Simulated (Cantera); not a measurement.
An adiabatic, constant-pressure homogeneous reactor starts with CH4 : C2H6 : O2 : N2 : CO2 = 1 : 0.12 : 6.37 : 60.5 : 16 (molar parts), equivalence ratio 0.38, at 1225 K and 51000 Pa.

Detailed kinetics in Cantera: GRI-Mech 3.0 (53 species, 325 reactions).

**Question.** Predict: time of steepest temperature rise; temperature at 2.00 s; equilibrium temperature; x(O2) at 2.00 s; x(NO) at 2.00 s.

**Answer.** 
```json
{
 "time_of_steepest_temperature_rise": "9.40 ms",
 "temperature at 2.00 s": "1518 K",
 "equilibrium_temperature": "1517 K",
 "x(O2) at 2.00 s": "0.0470 (gas-phase equilibrium 0.0467)",
 "x(NO) at 2.00 s": "1.04e-6 (gas-phase equilibrium 0.000601)"
}
```
